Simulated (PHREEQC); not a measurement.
Dissolve 0.0078 mol/kgw HF, 0.002 mol/kgw H2SiF6, 0.0049 mol/kgw HBF4 and 0.027 mol/kgw HNO3 at 25 °C. Closed to the air; pH follows from the charge balance.

Computed with PHREEQC (ion-association model, wateq4f.dat).

```json
[
 {"quantity": "pH", "before": "1.51", "after": "1.57"},
 {"quantity": "ionic strength (mol/kgw)", "before": "0.0377", "after": "0.0331"},
 {"quantity": "HF (mol/kgw)", "before": "0.00905", "after": "0.00746"},
 {"quantity": "F- (mol/kgw)", "before": "0.000237", "after": "0.000220"},
 {"quantity": "H2F2 (mol/kgw)", "before": "0.000216", "after": "0.000146"},
 {"quantity": "H4SiO4 (mol/kgw)", "before": "1.21e-5", "after": "3.09e-5"},
 {"quantity": "SI of Quartz (SiO2)", "before": "-0.93", "after": "-0.53"}
]
```

Problem. Name the change that produced these shifts.
A. diluted 5-fold with water
B. HF from 0.0078 to 0.0039 mol/kgw
C. HF from 0.0078 to 0.039 mol/kgw
D. HBF4 left out
E. HF from 0.0078 to 0.00078 mol/kgw

Solution. D, HBF4 left out

Precipitation was switched off in this run. SiF6-2 is the database's only silicon fluoride. Real BF4- forms and hydrolyses slowly; the run takes it at equilibrium.
